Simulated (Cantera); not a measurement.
Input: 1 mol Si3N4, 1.3 mol H2O, 19 mol N2, equilibrated at 0.000370 bar.

Method: chemical equilibrium by Gibbs-energy minimisation in Cantera with the NASA 1993 tables (ideal gas, pure condensed phases). Candidate condensed phases: H2O, Si, SiO2, Si2N2O, Si3N4; 35 gas species. The tables' values for SiN are old estimates; treat these amounts as uncertain. The numbers say what is thermodynamically allowed, not how fast it happens. All values below are at 1750 K.

Base state: N2 0.885, SiO 0.0548, H2 0.0534, Si 0.00406, H 0.00279, Si2N 6.44e-5, SiN 3.78e-5, SiH 2.39e-5 (mole fractions); condensed: Si(l).

Q: What changes in the equilibrium state with this change: H2O from 1.3 to 0.015 mol?

A: 
```csv
species,before,after
N2,0.885,0.994
Si,0.00406,0.00406
SiO,0.0548,0.000710
H2,0.0534,0.000565
H,0.00279,0.000287
SiH,2.39e-5,2.45e-6
"Si(l), mol",1.60,2.89
```
